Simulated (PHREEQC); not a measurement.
Consider water at 90 °C with 0.063 mol/kgw H2SO4, 0.18 mol/kgw CuSO4 and 0.00063 mol/kgw KCl. Closed to the air; pH follows from the charge balance.

The numbers come from PHREEQC with the ion-association model, wateq4f.dat.

```tsv
quantity	before	after
pH	1.92	1.35
ionic strength (mol/kgw)	0.397	0.107
HSO4- (mol/kgw)	0.110	0.0707
Cu+2 (mol/kgw)	0.107	0.0146
CuSO4 (mol/kgw)	0.0730	0.00327
SO4-2 (mol/kgw)	0.0599	0.00700
SI of Chalcanthite (CuSO4:5H2O)	-1.13	-2.50
SI of Tenorite (CuO)	-3.40	-5.21
```

Task: What was changed between the two runs?
(A) H2SO4 from 0.063 to 0.63 mol/kgw
(B) 0.22 mol/kgw Rb2SO4 added
(C) CuSO4 from 0.18 to 0.018 mol/kgw
(D) CuSO4 from 0.18 to 0.162 mol/kgw
(E) CuSO4 from 0.18 to 0.36 mol/kgw

Result: C, CuSO4 from 0.18 to 0.018 mol/kgw

Precipitation was switched off in this run. Constants without temperature data keep their 25 °C values here.
